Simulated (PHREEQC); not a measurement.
Dissolve 0.11 mol/kgw H2SO4 and 0.0021 mol/kgw Li2SO4 at 35 °C. Closed to the air; pH follows from the charge balance.

Computed with PHREEQC (ion-association model, phreeqc.dat).

Q: The ionic strength comes out as 0.148 mol/kgw. What activity coefficients do SO4-2, HSO4-, H+, LiSO4-, Li+ get?

A: SO4-2 0.32, HSO4- 0.76, H+ 0.81, LiSO4- 0.76, Li+ 0.77.

Precipitation was switched off in this run. Species that the database lacks are ignored.
